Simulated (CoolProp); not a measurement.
Vapour-liquid equilibrium of ethylbenzene (1) + p-xylene (2) at 295 K; x and y are mole fractions of (1).

The numbers come from the multi-fluid Helmholtz-energy mixture model, Zhou 2012 and Zhou 2012; pair parameters Bell 2016 in CoolProp.

| x | bubble pressure, mixture model (bar) | bubble pressure, Raoult's law (bar) | y, mixture model | y, Raoult's law |
|---|---|---|---|---|
| 0.05 | 0.009872 | 0.009847 | 0.056 | 0.054 |
| 0.15 | 0.009994 | 0.009932 | 0.165 | 0.161 |
| 0.25 | 0.01010 | 0.01002 | 0.269 | 0.266 |
| 0.35 | 0.01019 | 0.01010 | 0.370 | 0.369 |
| 0.45 | 0.01028 | 0.01019 | 0.469 | 0.471 |
| 0.55 | 0.01035 | 0.01027 | 0.568 | 0.570 |
| 0.65 | 0.01042 | 0.01036 | 0.665 | 0.669 |
| 0.75 | 0.01049 | 0.01044 | 0.762 | 0.765 |
| 0.85 | 0.01055 | 0.01053 | 0.858 | 0.860 |
| 0.95 | 0.01062 | 0.01061 | 0.953 | 0.954 |

The largest gap from Raoult's law is +0.9 % in bubble pressure, at x = 0.35. No azeotrope shows between x = 0.05 and 0.95.

Pair parameters are fitted to limited data, so mixtures are less certain than the pure fluids.
